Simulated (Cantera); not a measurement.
An isothermal, constant-pressure homogeneous reactor starts with NO : N₂ = 9.4 : 10 (molar parts), at 2075 K and 2670 Pa.

Computed with Cantera and GRI-Mech 3.0 (53 species, 325 reactions). Radical loss at walls, strong at low pressure, is not modelled.

x: mole fraction; the columns are a selection and need not sum to one.

| t (s) | x NO | x N₂O | x N₂ | x O | x O₂ | x NO₂ |
|---|---|---|---|---|---|---|
| 6.00e-5 | 0.485 | 7.35e-7 | 0.515 | 7.39e-7 | 6.15e-10 | 5.65e-10 |
| 0.000163 | 0.485 | 1.99e-6 | 0.515 | 2.02e-6 | 4.57e-9 | … |
| 0.000445 | 0.485 | 5.34e-6 | 0.515 | 5.57e-6 | 3.44e-8 | … |
| 0.00121 | 0.485 | 1.40e-5 | 0.515 | 1.56e-5 | 2.61e-7 | … |
| 0.00330 | 0.484 | 3.42e-5 | 0.515 | 4.58e-5 | 2.07e-6 | … |
| 0.00899 | 0.484 | 7.03e-5 | 0.516 | 0.000143 | 1.81e-5 | … |
| 0.0245 | 0.484 | 9.91e-5 | 0.516 | 0.000417 | 0.000168 | … |
| 0.0667 | 0.481 | 9.30e-5 | 0.517 | 0.000795 | 0.00120 | … |
| 0.182 | 0.473 | 8.51e-5 | 0.521 | 0.000987 | 0.00519 | … |
| 0.495 | 0.448 | 7.17e-5 | 0.533 | 0.00127 | 0.0174 | … |
| 1.35 | 0.373 | 4.41e-5 | 0.570 | 0.00186 | 0.0545 | … |
| 3.67 | 0.195 | 1.03e-5 | 0.659 | 0.00278 | 0.143 | … |
| 10.0 | 0.0376 | 4.06e-7 | 0.738 | 0.00339 | 0.221 | … |

**Question.** What belongs in the gaps?

**Answer.** 
- 0.000163, x NO₂: 4.10e-9
- 0.000445, x NO₂: 2.89e-8
- 0.00121, x NO₂: 1.85e-7
- 0.00330, x NO₂: 9.88e-7
- 0.00899, x NO₂: 3.98e-6
- 0.0245, x NO₂: 1.09e-5
- 0.0667, x NO₂: 1.79e-5
- 0.182, x NO₂: 2.32e-5
- 0.495, x NO₂: 3.28e-5
- 1.35, x NO₂: 4.63e-5
- 3.67, x NO₂: 3.97e-5
- 10.0, x NO₂: 9.60e-6
